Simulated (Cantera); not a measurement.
A Cantera script and what it prints.

```python
import numpy as np
import cantera as ct

gas_names = """
    CL CL2 H HCL H2 N NH NH2 NH3 N2 N2H2 N2H4 Si SiCL SiCL2 SiCL3 SiCL4 SiH SiHCL3 SiH2 SiH2CL2 SiH3
    SiH3CL SiH4 SiN Si2 Si2N Si3
""".split()
cond_names = """
    NH4CL(a) NH4CL(b) Si(cr) Si(L) Si3N4(a)
""".split()


# ... load() reads the species with a 1 bar reference pressure and builds the phases ...
atoms = {
    'Si3N4': {'Si': 3, 'N': 4},
    'HCl': {'H': 1, 'CL': 1},
}
top_T = {'Si3N4(a)': 2400}  # K; cautious upper limits of use, not melting points


# ... equilibrate(T, P, feed) seeds the gas with the atoms and calls Mixture.equilibrate('TP', solver="vcs", rtol=1e-11, max_steps=5000) ...
results = []
T = 1773.15  # K
P = 3200  # Pa
for m in [5.5, 15, 24, 34, 43, 53, 62, 72, 81]:
    feed = {'Si3N4': 1, 'HCl': m}  # mol
    mix = equilibrate(T, P, feed)
    results.append((T, P, feed, dict(zip(mix.species_names, mix.species_moles))))
    x = sorted(zip(gas.X, gas.species_names), reverse=True)
    print(f"T = {T:g} K  P = {P:g} Pa  n(HCl) = {m:g} mol  gas = {mix.phase_moles(0):.4g} mol")
    print("   x: " + "  ".join(f"{s} {v:.3e}" for v, s in x if v > 0.0001))
    print("   condensed (mol): " + ("  ".join(f"{mix.phase(i).name} {mix.phase_moles(i):.4g}"
          for i in range(1, mix.n_phases) if mix.phase_moles(i) > 1e-12) or "none"))
```

Output:

```
T = 1773.15 K  P = 3200 Pa  n(HCl) = 5.5 mol  gas = 6.87 mol
   x: H2 3.109e-01  SiCL2 2.954e-01  N2 2.041e-01  HCL 1.775e-01  SiCL3 9.574e-03  H 8.879e-04  SiCL4 5.269e-04  CL 3.896e-04  SiCL 3.508e-04  SiHCL3 2.165e-04
   condensed (mol): Si3N4(a) 0.2989
T = 1773.15 K  P = 3200 Pa  n(HCl) = 15 mol  gas = 16.8 mol
   x: HCL 5.083e-01  H2 1.919e-01  SiCL2 1.561e-01  N2 1.191e-01  SiCL3 1.844e-02  SiCL4 3.699e-03  CL 1.420e-03  H 6.975e-04  SiHCL3 3.276e-04
   condensed (mol): none
T = 1773.15 K  P = 3200 Pa  n(HCl) = 24 mol  gas = 25.66 mol
   x: HCL 6.702e-01  H2 1.321e-01  SiCL2 9.349e-02  N2 7.794e-02  SiCL3 1.755e-02  SiCL4 5.593e-03  CL 2.257e-03  H 5.788e-04  SiHCL3 2.587e-04
   condensed (mol): none
T = 1773.15 K  P = 3200 Pa  n(HCl) = 34 mol  gas = 35.56 mol
   x: HCL 7.564e-01  H2 9.955e-02  SiCL2 6.257e-02  N2 5.625e-02  SiCL3 1.527e-02  SiCL4 6.328e-03  CL 2.934e-03  H 5.024e-04  SiHCL3 1.954e-04
   condensed (mol): none
T = 1773.15 K  P = 3200 Pa  n(HCl) = 43 mol  gas = 44.49 mol
   x: HCL 8.016e-01  H2 8.215e-02  SiCL2 4.729e-02  N2 4.495e-02  SiCL3 1.346e-02  SiCL4 6.509e-03  CL 3.422e-03  H 4.564e-04  SiHCL3 1.565e-04
   condensed (mol): none
T = 1773.15 K  P = 3200 Pa  n(HCl) = 53 mol  gas = 54.43 mol
   x: HCL 8.346e-01  H2 6.925e-02  N2 3.674e-02  SiCL2 3.666e-02  SiCL3 1.184e-02  SiCL4 6.488e-03  CL 3.881e-03  H 4.190e-04  SiHCL3 1.263e-04
   condensed (mol): none
T = 1773.15 K  P = 3200 Pa  n(HCl) = 62 mol  gas = 63.4 mol
   x: HCL 8.555e-01  H2 6.095e-02  N2 3.155e-02  SiCL2 3.018e-02  SiCL3 1.065e-02  SiCL4 6.378e-03  CL 4.241e-03  H 3.931e-04  SiHCL3 1.066e-04
   condensed (mol): none
T = 1773.15 K  P = 3200 Pa  n(HCl) = 72 mol  gas = 73.37 mol
   x: HCL 8.729e-01  H2 5.400e-02  N2 2.726e-02  SiCL2 2.502e-02  SiCL3 9.566e-03  SiCL4 6.211e-03  CL 4.597e-03  H 3.700e-04
   condensed (mol): none
T = 1773.15 K  P = 3200 Pa  n(HCl) = 81 mol  gas = 82.35 mol
   x: HCL 8.849e-01  H2 4.913e-02  N2 2.429e-02  SiCL2 2.155e-02  SiCL3 8.757e-03  SiCL4 6.044e-03  CL 4.886e-03  H 3.529e-04
   condensed (mol): none
```

Cantera equilibrium calculation (NASA polynomials, part measured and part estimated; ideal gas, pure solids and liquids). The tables' values for SiCl3, SiCl are old estimates; treat these amounts as uncertain.
